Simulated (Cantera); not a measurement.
A closed system holds: 1 mol CuO, 0.96 mol CH4, 0.087 mol CO, equilibrated at 825 K and 0.100 bar.

Method: chemical equilibrium by Gibbs-energy minimisation in Cantera with the NASA 1993 tables (ideal gas, pure condensed phases). Candidate condensed phases: C, C6H6, C7H8, C8H18, Cu, CuO, Cu(OH)2, Cu2O, H2O; 113 gas species. The numbers say what is thermodynamically allowed, not how fast it happens.

Base state: H2 0.613, CO 0.146, H2O 0.113, CO2 0.0954, CH4 0.0339 (mole fractions); condensed: C(graphite) + Cu(s).

Q: What changes in the equilibrium state with this change: CO from 0.087 to 2.9 mol?

A: 
```json
[
 {"species": "H2", "before": "0.613", "after": "0.336"},
 {"species": "CO2", "before": "0.0954", "after": "0.291"},
 {"species": "CO", "before": "0.146", "after": "0.254"},
 {"species": "CH4", "before": "0.0339", "after": "0.0102"},
 {"species": "H2O", "before": "0.113", "after": "0.108"},
 {"species": "C(graphite), mol", "before": "0.381", "after": "1.57"},
 {"species": "Cu(s), mol", "before": "1.00", "after": "1.00"}
]
```

Q: What changes in the equilibrium state with this change: CH4 from 0.96 to 5.9 mol?

A: 
```tsv
species	before	after
H2	0.613	0.848
CH4	0.0339	0.0650
H2O	0.113	0.0415
CO	0.146	0.0388
CO2	0.0954	0.00679
C(graphite), mol	0.381	4.71
Cu(s), mol	1.00	1.00
```
